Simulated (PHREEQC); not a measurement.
Consider water at 25 °C with 0.015 mol/kgw HF, 0.027 mol/kgw KF and 0.2 mol/kgw H2SO4. Closed to the air; pH follows from the charge balance.

Model: ion-association model, wateq4f.dat, run in PHREEQC.

Precipitation was switched off in this run.

Q: Order these S species by the share of S that they hold, largest first: KSO4-, SO4-2, HSO4-.

A: HSO4- (85 %), SO4-2 (15 %), KSO4- (0.66 %)

The pH is 0.80 and the ionic strength 0.258 mol/kgw. Species that the database lacks are ignored. wateq4f.dat counts part of the HF as a dimer, H2F2, which phreeqc.dat doesn't know; its constant is uncertain.
